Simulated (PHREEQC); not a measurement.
PHREEQC input (Pitzer model, pitzer.dat):

```
SOLUTION 1
  temp 20
  units mol/kgw
  pH 7 charge
  Cl 0.0383
  K 0.035
  Na 0.5033
  C(4) 0.25
END
USE solution 1
INCREMENTAL_REACTIONS false
REACTION 1
  H2O -1
  0 9.886 18.011 24.689 30.178 34.689 38.397 41.444
  43.949 46.007 47.699 49.089 50.232 51.172 51.944 52.578
  53.1 53.528 53.88 54.17 54.408 54.603 moles
EQUILIBRIUM_PHASES 1
  Halite 0 0
  Kalicinite 0 0
  Nahcolite 0 0
  Natron 0 0
  Sylvite 0 0
  Trona 0 0
  CO2(g) -3.4 10
SELECTED_OUTPUT 1
  -reset false
  -pH true
  -pe true
  -ionic_strength true
  -water true
  -activities H2O
  -totals C Cl K Na
  -molalities H+ Na+ K+ Cl- CO3-2 OH- HCO3- CO2
  -equilibrium_phases Halite Kalicinite Nahcolite Natron Sylvite Trona
PRINT
  -reset false
END
```

Selected output (columns that matter, 11 of 22 rows; water left (kg) added in front):

```
water left (kg)	pH	mu	C	Cl	K	Na	m_H+	m_Na+	m_K+	m_Cl-	m_CO3-2	la_H2O	Sylvite	Trona
0.999092	9.9967	0.73472	0.30444	0.038335	0.035032	0.50376	2.002e-10	0.50376	0.035032	0.038335	0.19593	-0.0054609	0	0
0.674768	10.041	1.1013	0.43738	0.05676	0.05187	0.74589	1.9827e-10	0.74589	0.05187	0.05676	0.30351	-0.0077517	0	0
0.455704	10.079	1.6473	0.63106	0.084046	0.076804	1.1044	1.9954e-10	1.1044	0.076804	0.084046	0.46603	-0.010988	0	0
0.307742	10.111	2.4593	0.91451	0.12446	0.11373	1.6355	2.0165e-10	1.6355	0.11373	0.12446	0.71012	-0.015611	0	0
0.207803	10.137	3.6651	1.3314	0.18431	0.16843	2.422	2.0038e-10	2.422	0.16843	0.18431	1.0746	-0.022454	0	0
0.140303	10.158	5.4522	1.9481	0.27298	0.24946	3.5872	1.893e-10	3.5872	0.24946	0.27298	1.6155	-0.033289	0	0
0.0772852	10.168	9.2825	3.2722	0.49557	0.45287	6.0723	1.4508e-10	6.0723	0.45287	0.49557	2.7573	-0.062762	0	0.011334
0.0493905	10.176	9.2132	3.142	0.77545	0.70864	5.8567	1.3044e-10	5.8567	0.70864	0.77545	2.6479	-0.06726	0	0.071345
0.0305581	10.188	9.1422	2.9378	1.2534	1.1454	5.5214	1.0908e-10	5.5214	1.1454	1.2534	2.4755	-0.074891	0	0.11153
0.0178567	10.206	9.1425	2.6082	2.1449	1.9601	4.9878	7.8974e-11	4.9878	1.9601	2.1449	2.1947	-0.089134	0	0.13808
0.00935098	10.226	9.4522	2.1184	3.7955	3.4426	4.2405	4.5357e-11	4.2405	3.4426	3.7955	1.7691	-0.11593	0.0028084	0.15455
```

Species that the database lacks are ignored.
